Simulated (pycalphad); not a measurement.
# Effect of B content in Hf-B

Source of the numbers: pycalphad with the COST 507 light-alloy database (1999); pressure 1 atm. The data set is of 1999 and partly superseded. Amounts are mole fractions of atoms. Kinetics are ignored, which matters at the lower temperatures.

```csv
alloy,liquidus (°C),first solid,solidus (°C),phases at 652 °C
Hf-4.13B (at.%),2157,bcc,1880,"hcp 0.92, BM 0.08"
Hf-12.37B (at.%),…,bcc,1880,…
Hf-16.5B (at.%),1929,BM,1880,"hcp 0.67, BM 0.33"
Hf-33B (at.%),2554,B2M,1880,"BM 0.66, hcp 0.34"
```

Task: Fill in the missing entries.

Result: 
- Hf-12.37B (at.%), liquidus (°C): 1966
- Hf-12.37B (at.%), phases at 652 °C: hcp 0.75, BM 0.25

Database names, with the compositions (at.%) that they take in these runs: BM: Hf 50 B 50; B2M: B 67 Hf 33.
